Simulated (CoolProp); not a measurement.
Vapour-liquid equilibrium of R141b (1) + n-pentane (2) at 3.32 bar; x and y are mole fractions of (1).

Model: multi-fluid Helmholtz-energy mixture model, Lemmon 2006 and Thol 2019; pair parameters Bell 2016, in CoolProp.

```csv
x,bubble temperature (°C),y at the bubble point,dew temperature at overall composition x (°C),liquid density (mol/L)
0.05,74.8,0.075,75.2,7.935
0.15,72.9,0.201,73.6,8.100
0.25,71.6,0.305,72.3,8.268
0.35,70.7,0.398,71.1,8.441
0.45,70.1,0.483,70.3,8.620
0.55,69.8,0.567,69.8,8.807
0.65,69.6,0.652,69.6,9.002
0.75,69.7,0.741,69.7,9.206
0.85,70.0,0.837,70.0,9.417
0.95,70.5,0.943,70.5,9.636
```

y crosses x between x = 0.65 and 0.75: the model has an azeotrope there.

The pair parameters rest on a limited set of measurements; away from them the model extrapolates.
